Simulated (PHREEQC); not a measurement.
Dissolve 0.82 mol/kgw HF, 0.00043 mol/kgw (CH3)4NF, 2.9e-06 mol/kgw H4SiO4 and 0.00027 mol/kgw HCl at 25 °C. Closed to the air; pH follows from the charge balance.

The numbers come from PHREEQC with the ion-association model, wateq4f.dat.

```
quantity                  before    after
------------------------  ------  -------
ionic strength (mol/kgw)  0.0245   0.0173
HF (mol/kgw)               0.303    0.192
H2F2 (mol/kgw)             0.240   0.0969
HF2- (mol/kgw)            0.0131  0.00724
F- (mol/kgw)              0.0112  0.00977
```

### Question
Which change was made?
A. H4SiO4 left out
B. (CH3)4NF left out
C. HF from 0.82 to 0.41 mol/kgw
D. diluted 5-fold with water
E. (CH3)4NF from 0.00043 to 0.000387 mol/kgw

### Answer
C, HF from 0.82 to 0.41 mol/kgw

This is a speciation only: nothing precipitates in the calculation. (CH3)4N+ isn't in the database: it is added as a free cation with an ion size of 4 Å. wateq4f.dat counts part of the HF as a dimer, H2F2, which phreeqc.dat doesn't know; its constant is uncertain. SiF6-2 is the database's only silicon fluoride.
